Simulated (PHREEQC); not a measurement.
0.3 g of hydrous ferric oxide (600 m²/g; 0.2 weak and 0.005 strong sites per Fe, Dzombak-Morel constants, diffuse double layer) in 1 kg of water with 0.3 mol/kgw of an inert sodium salt and 0.00083 mmol/kgw Na2SO4, at 25 °C; the pH is set by adding NaOH or the inert anion's acid. O2 is buffered at 0.21 atm. CO2 from the air is kept out. Precipitation was switched off in this run.

Equilibrium calculation in PHREEQC: ion-association model, wateq4f.dat.

### Question
Predict surface charge σ (C/m²), surface potential ψ (mV) at pH = 4.67, 5.33, 8.67, 10.67.

### Answer
```
pH     surface charge σ (C/m²)  surface potential ψ (mV)
-----  -----------------------  ------------------------
4.67                     0.303                       116
5.33                     0.230                       102
8.67                    -0.031                       -24
10.67                   -0.205                       -96
```
